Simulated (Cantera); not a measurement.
**N2O furnace oxynitridation**

An isothermal, constant-pressure homogeneous reactor starts with 22.4 % N₂O, 77.6 % N₂, at 1150 K and 158 Torr.

Detailed kinetics in Cantera: GRI-Mech 3.0 (53 species, 325 reactions). GRI-Mech 3.0 was tuned for natural gas; its chemistry of N2O as a main component is partial and can be far from experiment. The mechanism lacks the step 2 NO + O2 → 2 NO2, which can matter for NO2 below about 1400 K. The temperature is held fixed by assumption; the heat of reaction is taken as removed at once.

```csv
t (s),x N₂O,x O,x NO,x O₂,x N₂
4.00e-6,0.224,2.10e-8,4.81e-11,2.57e-10,0.776
2.45e-5,0.224,1.21e-7,1.73e-9,9.24e-9,0.776
0.000150,0.224,5.07e-7,5.04e-8,2.70e-7,0.776
0.000922,0.224,8.00e-7,7.04e-7,3.76e-6,0.776
0.00565,0.224,8.01e-7,5.02e-6,2.68e-5,0.776
0.0346,0.224,8.01e-7,3.14e-5,0.000168,0.776
0.212,0.222,8.00e-7,0.000192,0.00103,0.777
1.30,0.209,7.95e-7,0.00114,0.00610,0.783
7.98,0.149,7.54e-7,0.00569,0.0309,0.814
48.9,0.0258,4.21e-7,0.0140,0.0821,0.878
300,3.63e-5,6.50e-9,0.0148,0.0933,0.892
```
x: mole fraction; the columns are a selection and need not sum to one.

Equilibrium at this temperature and pressure: N₂O 3.46e-9, O 5.79e-9, NO 9.77e-5, O₂ 0.101, N₂ 0.899 (gas phase only).
